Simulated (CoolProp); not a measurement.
A simple Rankine cycle with R123: condensing at 305.15 K, boiler at 2.81 MPa, turbine inlet 499 K, turbine efficiency 0.7, pump efficiency 0.8, no recuperator. Each further row changes one setting.

Computed with CoolProp (reference Helmholtz-energy equation of state, Younglove 1994). It is a modified Benedict-Webb-Rubin equation, recast in Helmholtz form.

| case | thermal efficiency (%) | net work (kJ/kg) | heat in (kJ/kg) | turbine exit temperature (K) | volume ratio over the turbine |
|---|---|---|---|---|---|
| as stated | 15.5 | 46.1 | 297 | … | 25.1 |
| condensing temperature 297.15 K | … | 50.2 | 306 | 409.3 | 33.2 |
| boiler pressure 1.97 MPa | … | 43.5 | 306 | 428.6 | 16.6 |
| turbine efficiency 0.6 | 13.2 | 39.2 | 297 | 423.5 | 25.6 |

Task: Some entries are withheld; supply them.

Result: 
- as stated, turbine exit temperature (K): 414.9
- condensing temperature 297.15 K, thermal efficiency (%): 16.4
- boiler pressure 1.97 MPa, thermal efficiency (%): 14.2
